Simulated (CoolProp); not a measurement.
R1234yf along the isotherm 136.85 °C: Z from the reference equation and from simpler models built on Tc = 94.7 °C, pc = 3.384 MPa, ω = 0.276; each cubic takes its own stable root.

The numbers come from the reference Helmholtz-energy equation of state, Lemmon 2022 in CoolProp.

| p (MPa) | phase | reference |
|---|---|---|
| 0.94 | gas | 0.9309 |
| 1.88 | gas | 0.8565 |
| 2.82 | gas | 0.7757 |
| 3.76 | supercritical | 0.6871 |
| 4.7 | supercritical | 0.5902 |
| 5.64 | supercritical | 0.4946 |
| 6.58 | supercritical | 0.4357 |
| 7.52 | supercritical | 0.4231 |
| 8.46 | supercritical | 0.4329 |

Question: How far does each simpler model (van der Waals, Soave-Redlich-Kwong, Peng-Robinson) lie from the reference over these 9 states: mean and median of the absolute difference, and the worst?

Answer: 
- van der Waals: mean 7.7 %, median 6.4 %, worst +21.6 % at 136.85 °C and 8.46 MPa
- Soave-Redlich-Kwong: mean 8.1 %, median 4.7 %, worst +18.7 % at 136.85 °C and 7.52 MPa
- Peng-Robinson: mean 4.3 %, median 1.9 %, worst +10.2 % at 136.85 °C and 7.52 MPa
